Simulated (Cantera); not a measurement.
Feed: 1 mol Al, a varied amount of O₂, 320 mol N₂, at 2075 K and 0.100 bar.

These are equilibrium values from Cantera (NASA tables, ideal gas, pure condensed phases), not measurements of a reactor. Candidate condensed phases: Al, AlN, Al₂O₃; 16 gas species. Equilibrium is a limit: real reactors are often held back by kinetics, nucleation or transport.

x: gas mole fraction; n: condensed amount in mol.

```tsv
n(O₂) (mol)	x N₂	x O₂	x NO	x O	x Al	x Al₂O	x NO₂	n Al₂O₃(s)
0.66	1.000	<1e-12	1.48e-8	2.37e-9	0.000251	9.30e-5	<1e-12	0.430
1.1	0.999	0.000732	0.000621	9.97e-5	2.91e-11	<1e-12	1.78e-8	0.500
1.8	0.996	[?]	[?]	[?]	[?]	<1e-12	[?]	0.500
2.9	0.992	0.00567	0.00172	0.000278	6.27e-12	<1e-12	1.38e-7	0.500
4.6	0.987	[?]	[?]	[?]	[?]	<1e-12	[?]	0.500
7.6	0.977	0.0191	0.00314	0.000510	2.52e-12	<1e-12	4.61e-7	0.500
12	0.964	0.0316	0.00401	0.000655	1.73e-12	<1e-12	7.56e-7	0.500
20	0.940	0.0537	0.00516	0.000854	1.16e-12	<1e-12	1.27e-6	0.500
```

### Question
Some entries are withheld; supply them.

### Answer

- 4.6, x O₂: 0.0105
- 4.6, x NO: 0.00234
- 4.6, x O: 0.000378
- 4.6, x Al: 3.94e-12
- 4.6, x NO₂: 2.55e-7
- 1.8, x O₂: 0.00259
- 1.8, x NO: 0.00117
- 1.8, x O: 0.000188
- 1.8, x Al: 1.13e-11
- 1.8, x NO₂: 6.30e-8
